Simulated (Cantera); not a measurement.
Input (Python, Cantera) and output of one run.

```python
import numpy as np
import cantera as ct

gas_names = """
    AL ALH ALN AL2 H H2 N NH NH2 NH3 N2 N2H2 N2H4
""".split()
cond_names = """
    AL(cr) AL(L) ALN(s)
""".split()


# ... load() reads the species with a 1 bar reference pressure and builds the phases ...
atoms = {
    'Al': {'AL': 1},
    'NH3': {'N': 1, 'H': 3},
    'N2': {'N': 2},
}
top_T = {'ALN(s)': 2750}  # K; cautious upper limits of use, not melting points


# ... equilibrate(T, P, feed) seeds the gas with the atoms and calls Mixture.equilibrate('TP', solver="vcs", rtol=1e-11, max_steps=5000) ...
results = []
feed = {'Al': 1, 'NH3': 46, 'N2': 32}  # mol
P = 133.322  # Pa
for T in [1673, 1723, 1773, 1823, 1873, 1923, 1973, 2023, 2073, 2123, 2173]:
    mix = equilibrate(T, P, feed)
    results.append((T, P, feed, dict(zip(mix.species_names, mix.species_moles))))

top = {s: max(r[3][s] / sum(r[3][g] for g in gas_names) for r in results) for s in gas_names}
cols = sorted((s for s in top if top[s] > 0.001), key=lambda s: -top[s])[:9]
seen = [c for c in cond_names if any(r[3].get(c, 0) > 1e-12 for r in results)]
print("log10 of partial pressures in bar; condensed amounts in mol")
print(f"{'T/K':>10s}" + "".join(f"{s[:9]:>10s}" for s in cols + seen))
for T, P, feed, n in results:
    ng = sum(n[g] for g in gas_names)
    print(f"{T:10.4g}" + "".join(f"{np.log10(max(n[s] / ng * P / 1e5, 1e-99)):10.3f}" for s in cols)
          + "".join(f"{n.get(c, 0):10.4g}" for c in seen))
```

Output:

```
log10 of partial pressures in bar; condensed amounts in mol
       T/K        H2        N2         H        AL    ALN(s)
      1673    -3.130    -3.231    -5.508    -6.303     0.953
      1723    -3.131    -3.231    -5.305    -5.728    0.8234
      1773    -3.135    -3.232    -5.113    -5.186    0.3816
      1823    -3.139    -3.234    -4.933    -4.979         0
      1873    -3.141    -3.234    -4.761    -4.979         0
      1923    -3.145    -3.236    -4.598    -4.980         0
      1973    -3.150    -3.238    -4.445    -4.981         0
      2023    -3.157    -3.240    -4.300    -4.983         0
      2073    -3.166    -3.243    -4.163    -4.986         0
      2123    -3.178    -3.247    -4.034    -4.990         0
      2173    -3.193    -3.252    -3.913    -4.995         0
```

These are equilibrium values from Cantera (NASA tables, ideal gas, pure condensed phases), not measurements of a reactor.
